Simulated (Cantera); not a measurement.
Input: 1 mol Hg, 0.3 mol N₂, 0.17 mol O₂, equilibrated at 101000 Pa.

Equilibrium computed with Cantera from the NASA thermochemical tables; the gas is ideal and each condensed phase is pure. Candidate condensed phases: Hg, HgO; 10 gas species. Kinetics and transport are ignored.

x: gas mole fraction; n: condensed amount in mol.

```csv
T (K),x Hg,x N₂,x O₂,x NO,n Hg(l),n HgO(s)
573,0.320,0.680,4.69e-6,3.81e-11,0.519,0.340
623,0.687,0.312,…,…,0,0.340
673,0.687,0.303,…,…,0,0.320
723,0.680,0.204,0.116,1.75e-7,0,0
773,0.680,0.204,0.116,4.68e-7,0,0
823,0.680,0.204,0.116,1.11e-6,0,0
873,0.680,0.204,0.116,2.39e-6,0,0
923,0.680,0.204,0.116,4.72e-6,0,0
973,0.680,0.204,0.116,8.71e-6,0,0
```

Task: What belongs in the gaps?

Result: 
- 673, x O₂: 0.0102
- 673, x NO: 2.05e-8
- 623, x O₂: 0.000150
- 623, x NO: 6.80e-10
